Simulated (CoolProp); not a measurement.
R1234yf along the isobar 5.8 MPa: fugacity coefficient from the reference equation and from simpler models built on Tc = 94.7 °C, pc = 3.384 MPa, ω = 0.276; each cubic takes its own stable root.

The numbers come from the reference Helmholtz-energy equation of state, Lemmon 2022 in CoolProp.

```csv
T (°C),phase,reference
-37.65,liquid,0.01502
-28.35,liquid,0.02252
-19.15,liquid,0.03239
-9.95,liquid,0.04509
-0.65,liquid,0.06116
8.55,liquid,0.08053
17.85,liquid,0.1038
27.05,liquid,0.1307
36.25,liquid,0.1614
45.55,liquid,0.1962
```

**Question.** How far does each simpler model (van der Waals, Peng-Robinson) lie from the reference over these 10 states: mean and median of the absolute difference, and the worst?

**Answer.** 
- van der Waals: mean 228.3 %, median 179.8 %, worst +552.7 % at -37.65 °C and 5.8 MPa
- Peng-Robinson: mean 0.4 %, median 0.3 %, worst +0.6 % at 45.55 °C and 5.8 MPa
